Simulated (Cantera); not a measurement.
**SO₂ + O₂ + H₂O (abatement and gas-phase synthesis)**

Feed: 1 mol SO₂, 1.3 mol O₂, 2.5 mol H₂O, equilibrated at 82.0 Pa.

Cantera equilibrium calculation (NASA polynomials, part measured and part estimated; ideal gas, pure solids and liquids). Candidate condensed phases: H₂O, H₂SO₄, S; 19 gas species. Kinetics and transport are ignored.

| T (K) | x H₂O | x O₂ | x SO₂ | x OH |
|---|---|---|---|---|
| 1325 | 0.521 | 0.271 | 0.208 | 0.000200 |
| 1425 | 0.520 | 0.271 | 0.208 | 0.000565 |
| 1525 | 0.520 | 0.270 | 0.208 | 0.00139 |
| 1625 | 0.518 | 0.270 | 0.208 | 0.00306 |
| 1725 | 0.515 | 0.269 | 0.208 | 0.00613 |
| 1825 | 0.509 | 0.266 | 0.207 | 0.0113 |
| 1925 | 0.498 | 0.263 | 0.205 | 0.0195 |
x: gas mole fraction; nothing condenses.

From 1325 K to 1925 K nothing is condensed.
